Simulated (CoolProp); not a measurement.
A simple Rankine cycle with isobutane: condensing at 322.15 K, boiler at 1.85 MPa, turbine inlet 384.5 K, turbine efficiency 0.65, pump efficiency 0.8, no recuperator. Each further row changes one setting.

The numbers come from the reference Helmholtz-energy equation of state, Bücker 2006 in CoolProp.

```json
[
 {"case": "as stated", "thermal efficiency (%)": "?", "net work (kJ/kg)": "25.5", "heat in (kJ/kg)": "392", "turbine exit temperature (K)": "354.8", "volume ratio over the turbine": "3.09"},
 {"case": "turbine inlet 404.5 K", "thermal efficiency (%)": "6.4", "net work (kJ/kg)": "?", "heat in (kJ/kg)": "442", "turbine exit temperature (K)": "377.4", "volume ratio over the turbine": "?"},
 {"case": "condensing temperature 314.15 K", "thermal efficiency (%)": "7.5", "net work (kJ/kg)": "31.1", "heat in (kJ/kg)": "?", "turbine exit temperature (K)": "?", "volume ratio over the turbine": "?"},
 {"case": "boiler pressure 1.29 MPa", "thermal efficiency (%)": "4.5", "net work (kJ/kg)": "18.4", "heat in (kJ/kg)": "411", "turbine exit temperature (K)": "367.7", "volume ratio over the turbine": "2.01"},
 {"case": "turbine efficiency 0.55", "thermal efficiency (%)": "5.4", "net work (kJ/kg)": "21.1", "heat in (kJ/kg)": "392", "turbine exit temperature (K)": "356.9", "volume ratio over the turbine": "?"}
]
```

Problem. Complete the blanks.

Solution. 
- as stated, thermal efficiency (%): 6.5
- turbine inlet 404.5 K, net work (kJ/kg): 28.5
- turbine inlet 404.5 K, volume ratio over the turbine: 2.98
- condensing temperature 314.15 K, heat in (kJ/kg): 412
- condensing temperature 314.15 K, turbine exit temperature (K): 350.2
- condensing temperature 314.15 K, volume ratio over the turbine: 3.81
- turbine efficiency 0.55, volume ratio over the turbine: 3.12
